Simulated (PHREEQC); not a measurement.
Solution (20 °C): 4.7 mmol/kgw NiCl2, 38 mmol/kgw NaCl, 0.19 mmol/kgw H2SO4 and 1.4 mmol/kgw Na2SO4. Closed to the air; pH follows from the charge balance.

Model: ion-association model, wateq4f.dat, run in PHREEQC.

- pH = 3.51
- ionic strength = 0.0553 mol/kgw
- total alkalinity = -0.380 meq/kg

| species | molality | activity | log γ |
|---|---|---|---|
| Cl- | 0.0471 | 0.0381 | -0.093 |
| Na+ | 0.0407 | 0.0333 | -0.087 |
| Ni+2 | 0.00426 | 0.00189 | -0.352 |
| SO4-2 | 0.00126 | 0.000569 | -0.346 |
| H+ | 0.000361 | 0.000307 | -0.070 |
| NiCl+ | 0.000222 | 0.000181 | -0.088 |
| NiSO4 | 0.000199 | 0.000201 | 0.006 |
| NaSO4- | 0.000112 | 9.20e-5 | -0.084 |
| NiCl2 | 2.47e-5 | 2.50e-5 | 0.006 |
| HSO4- | 1.87e-5 | 1.53e-5 | -0.088 |
| Ni(SO4)2-2 | 1.44e-8 | 6.42e-9 | -0.352 |

Precipitation was switched off in this run.
